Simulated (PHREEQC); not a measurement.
Make-up at 25 °C and 10 atm: 2.25 mol/kgw LiBr, 0.12 mol/kgw CaCl2 and 0.76 mol/kgw MgCl2. Closed to the air; pH follows from the charge balance.

The numbers come from PHREEQC with the Pitzer model, pitzer.dat.

This is a speciation only: nothing precipitates in the calculation.

Predict the activity of water, density.

activity of water 0.820; density 1.185 g/cm³.
